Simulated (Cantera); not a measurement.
# Ammonia decomposition in nitride growth gas

An isothermal, constant-pressure homogeneous reactor starts with 72.1 % NH₃, 27.9 % H₂, at 1875 K and 2670 Pa.

Computed with Cantera and the gas-phase N/H chemistry of the illustrative SiF4/NH3 mechanism in the Surface Chemkin manual (1991). Walls and surfaces, which speed up NH3 decomposition in real reactors, are not modelled.

| t (s) | x NH₃ | x H₂ | x NH₂ | x N₂H₂ | x N | x N₂H₄ | x N₂ |
|---|---|---|---|---|---|---|---|
| 2.00e-6 | 0.721 | 0.279 | 1.17e-7 | <1e-12 | <1e-12 | <1e-12 | <1e-12 |
| 9.41e-6 | 0.721 | 0.279 | 6.96e-7 | <1e-12 | <1e-12 | <1e-12 | <1e-12 |
| 4.43e-5 | 0.721 | 0.279 | 3.61e-6 | 1.38e-11 | <1e-12 | <1e-12 | <1e-12 |
| 0.000208 | 0.721 | 0.279 | 1.73e-5 | 9.63e-10 | 4.41e-12 | 1.02e-11 | 2.96e-10 |
| 0.000980 | 0.721 | 0.279 | 8.14e-5 | 3.67e-8 | 7.38e-10 | 2.39e-10 | 1.35e-7 |
| 0.00461 | 0.720 | 0.279 | 0.000365 | 1.13e-6 | 6.29e-8 | 4.88e-9 | 2.69e-5 |
| 0.0217 | 0.715 | 0.282 | 0.000680 | 5.00e-6 | 3.52e-7 | 1.69e-8 | 0.00129 |
| 0.102 | 0.691 | 0.300 | 0.000665 | 4.74e-6 | 3.63e-7 | 1.62e-8 | 0.00855 |
| 0.480 | 0.588 | 0.373 | 0.000596 | 3.71e-6 | 3.96e-7 | 1.30e-8 | 0.0383 |
| 2.26 | 0.310 | 0.570 | 0.000386 | 1.51e-6 | 4.53e-7 | 5.44e-9 | 0.119 |
| 10.6 | 0.0401 | 0.761 | 9.41e-5 | 1.16e-7 | 4.34e-7 | 3.22e-10 | 0.198 |
| 50.0 | 4.83e-5 | 0.787 | 6.07e-7 | 1.23e-11 | 8.25e-8 | <1e-12 | 0.209 |
x: mole fraction; the columns are a selection and need not sum to one.

Equilibrium at this temperature and pressure: NH₃ 2.13e-7, H₂ 0.787, NH₂ 2.68e-9, N₂H₂ <1e-12, N 3.68e-10, N₂H₄ <1e-12, N₂ 0.209 (gas phase only).
